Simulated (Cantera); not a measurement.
Input (Python, Cantera) and output of one run.

```python
import numpy as np
import cantera as ct

gas_names = """
    AL ALCL ALCL2 ALCL3 ALH ALO ALOCL ALOH ALO2 ALO2H AL2 AL2CL6 AL2O AL2O2 CL CLO CL2 H HALO HCL HOCL
    HO2 H2 H2O H2O2 O OH O2 O3
""".split()
cond_names = """
    AL(cr) AL(L) ALCL3(s) ALCL3(L) AL2O3(a) AL2O3(L) H2O(s) H2O(L)
""".split()


def load(file, names, dense=False):
    # The tables refer to 1 bar. Condensed volumes are neglected.
    table = {s.name: s for s in ct.Species.list_from_file(file)}
    out = []
    for n in names:
        d = dict(table[n].input_data)
        d["thermo"] = dict(d["thermo"], **{"reference-pressure": 1e5})
        if dense:
            d["equation-of-state"] = {"model": "constant-volume", "density": "1e6 g/cm^3"}
        out.append(ct.Species.from_dict(d))
    return out


gas = ct.Solution(thermo="ideal-gas", species=load("nasa_gas.yaml", gas_names))
cond = {s.name: ct.Solution(thermo="fixed-stoichiometry", species=[s], name=s.name)
        for s in load("nasa_condensed.yaml", cond_names, dense=True)}
atoms = {
    'Al': {'AL': 1},
    'HCl': {'H': 1, 'CL': 1},
    'O2': {'O': 2},
}
top_T = {}  # K; cautious upper limits of use, not melting points


def equilibrate(T, P, feed):
    n = {}
    for name, mol in feed.items():
        for a, k in atoms[name].items():
            n[a] = n.get(a, 0.0) + k * mol
    gas.TPX = T, P, n
    mass = sum(n.values()) * gas.mean_molecular_weight
    gas.equilibrate("TP")
    valid = [c for c in cond.values() if c.min_temp <= T <= top_T.get(c.name, c.max_temp)]
    mix = ct.Mixture([(gas, mass / gas.mean_molecular_weight)] + [(c, 0.0) for c in valid])
    mix.T, mix.P = T, P
    mix.equilibrate("TP", solver="vcs", rtol=1e-11, max_steps=5000)
    return mix


results = []
feed = {'Al': 1, 'HCl': 0.069, 'O2': 0.59}  # mol
T = 1050  # K
P = 270000  # Pa
mix = equilibrate(T, P, feed)
results.append((T, P, feed, dict(zip(mix.species_names, mix.species_moles))))
x = sorted(zip(gas.X, gas.species_names), reverse=True)
print(f"T = {T:g} K  P = {P:g} Pa  gas = {mix.phase_moles(0):.4g} mol")
print("   x: " + "  ".join(f"{s} {v:.3e}" for v, s in x if v > 0.001))
print("   condensed (mol): " + ("  ".join(f"{mix.phase(i).name} {mix.phase_moles(i):.4g}"
      for i in range(1, mix.n_phases) if mix.phase_moles(i) > 1e-12) or "none"))
```

Output:

```
T = 1050 K  P = 270000 Pa  gas = 0.05669 mol
   x: H2 6.086e-01  ALCL3 3.646e-01  AL2CL6 1.851e-02  ALCL 4.181e-03  ALCL2 4.104e-03
   condensed (mol): AL(L) 0.1901  AL2O3(a) 0.3933
```

These are equilibrium values from Cantera (NASA tables, ideal gas, pure condensed phases), not measurements of a reactor. Mutual solubility and eutectic melting of coexisting phases are not modelled. The tables' values for AlCl2 are old estimates; treat these amounts as uncertain.
